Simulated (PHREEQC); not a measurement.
Solution (20 °C): 5.5 mmol/kgw HNO3, 4.25 mmol/kgw NaCl and 0.9 mmol/kgw MgCl2. Closed to the air; pH follows from the charge balance.

All values are PHREEQC results (ion-association model, phreeqc.dat), not measurements.

The pH is 2.30 and the ionic strength is 0.0124 mol/kgw. The specific conductance comes out as 2530 µS/cm and the total alkalinity is -5.50 meq/kg.

```tsv
species	molality	activity	log γ
Cl-	0.00605	0.00540	-0.050
H+	0.00550	0.00499	-0.042
NO3-	0.00550	0.00489	-0.051
Na+	0.00425	0.00380	-0.048
Mg+2	0.000900	0.000587	-0.185
```

Precipitation was switched off in this run.
